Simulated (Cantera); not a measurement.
Charge: 1 mol SiCl4, 2.1 mol H2, held at 2.00 bar.

Method: chemical equilibrium by Gibbs-energy minimisation in Cantera with the NASA 1993 tables (ideal gas, pure condensed phases). Candidate condensed phases: Si; 19 gas species. The tables' values for SiCl3 are old estimates; treat these amounts as uncertain. Kinetics and transport are ignored.

log p: log10 of the partial pressure in bar; nothing condenses.

```json
[
 {"T (K)": "948", "log p H2": "0.11", "log p SiCl4": "-0.23", "log p HCl": "-1.23", "log p SiHCl3": "-1.24", "log p SiCl3": "-3.36"},
 {"T (K)": "998", "log p H2": "0.11", "log p SiCl4": "-0.24", "log p HCl": "___", "log p SiHCl3": "___", "log p SiCl3": "-2.98"},
 {"T (K)": "1048", "log p H2": "0.10", "log p SiCl4": "-0.25", "log p HCl": "-1.06", "log p SiHCl3": "-1.08", "log p SiCl3": "-2.64"},
 {"T (K)": "1098", "log p H2": "0.10", "log p SiCl4": "-0.27", "log p HCl": "-0.98", "log p SiHCl3": "-1.02", "log p SiCl3": "-2.33"},
 {"T (K)": "1148", "log p H2": "0.09", "log p SiCl4": "-0.28", "log p HCl": "-0.91", "log p SiHCl3": "-0.98", "log p SiCl3": "-2.06"},
 {"T (K)": "1198", "log p H2": "0.08", "log p SiCl4": "-0.30", "log p HCl": "-0.84", "log p SiHCl3": "-0.94", "log p SiCl3": "-1.82"},
 {"T (K)": "1248", "log p H2": "0.08", "log p SiCl4": "-0.32", "log p HCl": "___", "log p SiHCl3": "-0.92", "log p SiCl3": "-1.62"},
 {"T (K)": "1298", "log p H2": "0.07", "log p SiCl4": "-0.34", "log p HCl": "-0.70", "log p SiHCl3": "-0.92", "log p SiCl3": "-1.44"}
]
```

Task: Complete the blanks.

Result: 
- 998, log p HCl: -1.14
- 998, log p SiHCl3: -1.16
- 1248, log p HCl: -0.77
